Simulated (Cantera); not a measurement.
Input (Python, Cantera) and output of one run.

```python
import numpy as np
import cantera as ct

gas_names = """
    CL CL2 H HCL H2 Si SiCL SiCL2 SiCL3 SiCL4 SiH SiHCL3 SiH2 SiH2CL2 SiH3 SiH3CL SiH4 Si2 Si3
""".split()
cond_names = """
    Si(cr) Si(L)
""".split()


# ... load() reads the species with a 1 bar reference pressure and builds the phases ...
atoms = {
    'SiCl4': {'Si': 1, 'CL': 4},
    'HCl': {'H': 1, 'CL': 1},
    'H2': {'H': 2},
}
top_T = {}  # K; cautious upper limits of use, not melting points


# ... equilibrate(T, P, feed) seeds the gas with the atoms and calls Mixture.equilibrate('TP', solver="vcs", rtol=1e-11, max_steps=5000) ...
results = []
feed = {'SiCl4': 1, 'HCl': 0.13, 'H2': 190}  # mol
T = 1448  # K
P = 100000  # Pa
mix = equilibrate(T, P, feed)
results.append((T, P, feed, dict(zip(mix.species_names, mix.species_moles))))
print(gas.report(threshold=1e-06))
for i in range(1, mix.n_phases):
    print(f"{mix.phase(i).name:16s} {mix.phase_moles(i):12.5e} mol")
```

Output:

```
       temperature   1448 K
          pressure   1e+05 Pa
           density   0.02321 kg/m^3
  mean mol. weight   2.7943 kg/kmol
   phase of matter   gas

                          1 kg             1 kmol
                     ---------------   ---------------
          enthalpy         1.171e+07        3.2722e+07  J
   internal energy        7.4016e+06        2.0683e+07  J
           entropy             64403        1.7996e+05  J/K
    Gibbs function       -8.1545e+07       -2.2786e+08  J
 heat capacity c_p             11532             32223  J/K
 heat capacity c_v            8556.1             23909  J/K

                      mass frac. Y      mole frac. X     chem. pot. / RT
                     ---------------   ---------------   ---------------
                 H        3.2915e-06        9.1246e-06           -9.2604
               HCL           0.24348          0.018661           -36.946
                H2           0.70703              0.98           -18.521
             SiCL2          0.038759         0.0010941            -59.87
             SiCL3         0.0034974        7.2697e-05           -87.556
             SiCL4         0.0010791        1.7749e-05           -115.24
            SiHCL3         0.0038647        7.9734e-05           -96.816
           SiH2CL2         0.0020021        5.5391e-05           -78.391
            SiH3CL        0.00026632        1.1181e-05           -59.966
     [  +10 minor]         2.198e-05        1.8831e-06

Si(cr)            7.44010e-01 mol
```

These are equilibrium values from Cantera (NASA tables, ideal gas, pure condensed phases), not measurements of a reactor. The tables' values for SiCl3 are old estimates; treat these amounts as uncertain.
